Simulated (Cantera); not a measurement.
Predominance diagram of Ta at 1425 K against the partial pressures of O2 and CO (log10, bar). Source: NASA polynomial tables (part measured, part estimated), evaluated in Cantera. Candidates: Ta(s), TaC(s), Ta2O5(s). Only these pure phases compete in this equilibrium. TaC: taken at fixed stoichiometry. Not in the tables: Ta2C.

```
log p(CO) \ log p(O2)
        columns: -31, -29.1, -27.2, -25.4, -23.5, -21.6, -19.7, -17.8, -15.9, -14.1, -12.2, -10.3, -8.4, -6.5, -4.6, -2.8, -0.9, 1
      0  A A A A A A A A B B B B A A A A A A
   -0.9  A A A A A A A C B B B B B A A A A A
   -1.9  A A A A A A C B B B B B B B A A A A
   -2.8  A A A A A C C B B B B B B B B A A A
   -3.7  A A A A C C C B B B B B B B B B A A
   -4.6  A A A C C C C B B B B B B B B B B A
   -5.6  A A C C C C B B B B B B B B B B B B
   -6.5  A C C C C C B B B B B B B B B B B B
   -7.4  C C C C C D B B B B B B B B B B B B
   -8.4  C C C C D D B B B B B B B B B B B B
   -9.3  C C C D D D B B B B B B B B B B B B
  -10.2  C C D D D D B B B B B B B B B B B B
  -11.1  C D D D D D B B B B B B B B B B B B
  -12.1  D D D D D D B B B B B B B B B B B B
    -13  D D D D D D B B B B B B B B B B B B
```

A: out of reach (another gas would pass 10 bar, or a non-metal would condense); B: Ta2O5(s); C: TaC(s); D: Ta(s).
